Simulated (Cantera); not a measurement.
Input: 1 mol FeS, 3.7 mol SO2, 0.24 mol H2O, equilibrated at 1923 K and 0.133 bar.

These are equilibrium values from Cantera (NASA tables, ideal gas, pure condensed phases), not measurements of a reactor. Candidate condensed phases: Fe, FeO, Fe(OH)2, Fe(OH)3, FeS, FeSO4, FeS2, Fe2O3, Fe2(SO4)3, Fe3O4, H2O, H2SO4, S; 22 gas species. The tables' stoichiometric FeO is somewhat more stable than real wüstite, so its field is too wide. FeO: taken at fixed stoichiometry. Rates play no part.

**Question.** What is the equilibrium state?

**Answer.** 
| Item | Result |
|---|---|
| x(SO2) | 0.721 |
| x(S2) | 0.150 |
| x(SO) | 0.0637 |
| x(H2O) | 0.0453 |
| x(H2) | 0.00877 |
| x(S2O) | 0.00576 |
| x(SH) | 0.00217 |
| x(S) | 0.00200 |
| x(H2S) | 0.000912 |
| n(FeO(l)) | 0.999 mol |
| gas amount | 4.267 mol |
| log10 activity of Fe(l) (absent) | -1.05 |
| log10 activity of S(l) (absent) | -2.39 |
